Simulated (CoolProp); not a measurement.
The numbers come from the reference Helmholtz-energy equation of state, Lemmon 2013 in CoolProp.

**Question.** Give the vapour pressure (MPa), vapour density (kg/m³), enthalpy of vaporisation (kJ/kg), surface tension (mN/m) of saturated propylene at 297, 339.3 K.

**Answer.** 
| T (K) | p (MPa) | vapour density (kg/m³) | enthalpy of vaporisation (kJ/kg) | surface tension (mN/m) |
|---|---|---|---|---|
| 297 | 1.12 | 23.7 | 337 | 7.10 |
| 339.3 | 2.86 | 69.3 | 229 | 2.19 |

Surface tension comes from a separate correlation (Mulero 2012).
